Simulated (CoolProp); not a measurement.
Carbon dioxide at several states: fugacity coefficient from the reference equation and from simpler models built on Tc = 31.0 °C, pc = 73.77 bar, ω = 0.224; each cubic takes its own stable root.

Computed with CoolProp (reference Helmholtz-energy equation of state, Span 1996).

```csv
T (°C),p (bar),phase,reference,van der Waals,Redlich-Kwong,Soave-Redlich-Kwong,Peng-Robinson
449.05,0.139,gas,1.000,1.0000,1.0000,1.000,1.000
713.95,78.3,supercritical,1.016,0.9992,1.005,1.024,1.017
154.45,82.7,supercritical,0.8913,0.8657,0.8745,0.9040,0.8804
643.55,37.1,gas,1.006,0.9977,1.001,1.011,1.007
196.55,266,supercritical,0.8077,0.7258,0.7671,0.8566,0.8049
```
